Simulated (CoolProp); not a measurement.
Saturation properties of dodecamethylcyclohexasiloxane (D6) (Tc = 645.8 K, pc = 0.9614 MPa, ω = 0.736).

Computed with CoolProp (reference Helmholtz-energy equation of state, Colonna 2008). It is a short technical equation, of lower accuracy than the large ones.

```tsv
T (K)	p (MPa)	liquid density (kg/m³)	vapour density (kg/m³)	enthalpy of vaporisation (kJ/kg)
363.6	0.0004129	895.8	0.06084	139.9
381.8	0.001086	875.3	0.1526	135.2
400	0.002542	854.6	0.3417	130.5
418.2	0.005392	833.4	0.6964	125.9
436.4	0.01052	811.8	1.311	121.3
454.5	0.01907	789.8	2.305	116.7
472.7	0.03265	766.9	3.849	111.9
490.9	0.05308	743.0	6.143	107.0
509.1	0.08258	717.9	9.457	101.8
527.3	0.1237	691.3	14.15	96.17
545.5	0.1796	662.5	20.74	90.04
563.6	0.2532	631.0	29.95	83.20
581.8	0.3498	595.1	43.14	75.23
600	0.4742	553.1	62.56	65.62
```

It boils at 518.1 K under 1 atm.
